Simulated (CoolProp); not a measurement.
Vapour-liquid equilibrium of diethyl ether (1) + benzene (2) at 0.042 MPa; x and y are mole fractions of (1).

Values from CoolProp's multi-fluid Helmholtz-energy mixture model, Thol 2014 and Thol 2012; pair parameters Bell 2016.

```json
[
 {"x": "0.05", "bubble temperature, mixture model (°C)": "[?]", "bubble temperature, Raoult's law (°C)": "49.4", "y, mixture model": "0.194", "y, Raoult's law": "0.199"},
 {"x": "0.125", "bubble temperature, mixture model (°C)": "43.8", "bubble temperature, Raoult's law (°C)": "43.6", "y, mixture model": "0.403", "y, Raoult's law": "0.413"},
 {"x": "0.2", "bubble temperature, mixture model (°C)": "39.0", "bubble temperature, Raoult's law (°C)": "38.7", "y, mixture model": "[?]", "y, Raoult's law": "0.560"},
 {"x": "0.275", "bubble temperature, mixture model (°C)": "[?]", "bubble temperature, Raoult's law (°C)": "34.5", "y, mixture model": "0.655", "y, Raoult's law": "0.665"},
 {"x": "0.35", "bubble temperature, mixture model (°C)": "[?]", "bubble temperature, Raoult's law (°C)": "30.9", "y, mixture model": "0.734", "y, Raoult's law": "0.743"},
 {"x": "0.425", "bubble temperature, mixture model (°C)": "[?]", "bubble temperature, Raoult's law (°C)": "27.8", "y, mixture model": "0.795", "y, Raoult's law": "0.803"},
 {"x": "0.5", "bubble temperature, mixture model (°C)": "25.2", "bubble temperature, Raoult's law (°C)": "24.9", "y, mixture model": "0.843", "y, Raoult's law": "0.849"},
 {"x": "0.575", "bubble temperature, mixture model (°C)": "22.7", "bubble temperature, Raoult's law (°C)": "22.4", "y, mixture model": "0.881", "y, Raoult's law": "0.886"},
 {"x": "0.65", "bubble temperature, mixture model (°C)": "20.4", "bubble temperature, Raoult's law (°C)": "20.1", "y, mixture model": "0.912", "y, Raoult's law": "0.916"},
 {"x": "0.725", "bubble temperature, mixture model (°C)": "[?]", "bubble temperature, Raoult's law (°C)": "18.1", "y, mixture model": "0.938", "y, Raoult's law": "0.940"},
 {"x": "0.8", "bubble temperature, mixture model (°C)": "[?]", "bubble temperature, Raoult's law (°C)": "16.2", "y, mixture model": "0.959", "y, Raoult's law": "0.960"},
 {"x": "0.875", "bubble temperature, mixture model (°C)": "14.5", "bubble temperature, Raoult's law (°C)": "14.4", "y, mixture model": "0.977", "y, Raoult's law": "0.977"},
 {"x": "0.95", "bubble temperature, mixture model (°C)": "[?]", "bubble temperature, Raoult's law (°C)": "12.8", "y, mixture model": "0.991", "y, Raoult's law": "0.992"}
]
```

**Question.** What belongs in the gaps?

**Answer.** 
- 0.05, bubble temperature, mixture model (°C): 49.5
- 0.2, y, mixture model: 0.549
- 0.275, bubble temperature, mixture model (°C): 34.8
- 0.35, bubble temperature, mixture model (°C): 31.2
- 0.425, bubble temperature, mixture model (°C): 28.1
- 0.725, bubble temperature, mixture model (°C): 18.3
- 0.8, bubble temperature, mixture model (°C): 16.3
- 0.95, bubble temperature, mixture model (°C): 12.9

The largest gap from Raoult's law is +0.3 K in bubble temperature, at x = 0.425. No azeotrope shows between x = 0.05 and 0.95.

The pair parameters rest on a limited set of measurements; away from them the model extrapolates.
